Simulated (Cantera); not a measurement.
Charge: 1 mol SiH₂Cl₂, 0.019 mol C₂H₄, 520 mol H₂, equilibrated at 0.100 bar.

Equilibrium computed with Cantera from the NASA thermochemical tables; the gas is ideal and each condensed phase is pure. Candidate condensed phases: C, C₆H₆, C₇H₈, C₈H₁₈, Si, SiC; 109 gas species. Mutual solubility and eutectic melting of coexisting phases are not modelled. The tables' values for SiCl are old estimates; treat these amounts as uncertain. Gases not in the tables: Si₂H₆ and higher silanes. Rates play no part. All values below are at 2023 K.

Base state: H₂ 0.989, H 0.00597, HCl 0.00372, Si 0.000569, SiH₂ 0.000120, SiH 0.000115, SiCl₂ 3.26e-5, SiCl 1.79e-5 (mole fractions); condensed: Si(l) + SiC(s).

**Question.** What changes in the equilibrium state with this change: SiH₂Cl₂ replaced by (CH₃)₂SiCl₂?

**Answer.** 
```csv
species,before,after
H₂,0.989,0.989
H,0.00597,0.00597
HCl,0.00372,0.00378
C₂H₂ (acetylene),3.14e-6,0.000884
Si,0.000569,3.39e-5
SiH₂,0.000120,7.13e-6
SiH,0.000115,6.86e-6
Si₂C,1.72e-5,1.02e-6
CH₄,2.33e-6,3.91e-5
SiCl,1.79e-5,1.09e-6
"Si(l), mol",0.501,0
"SiC(s), mol",0.0242,0.971
"C(graphite), mol",0,0.111
```
The feed counts by its element totals alone.
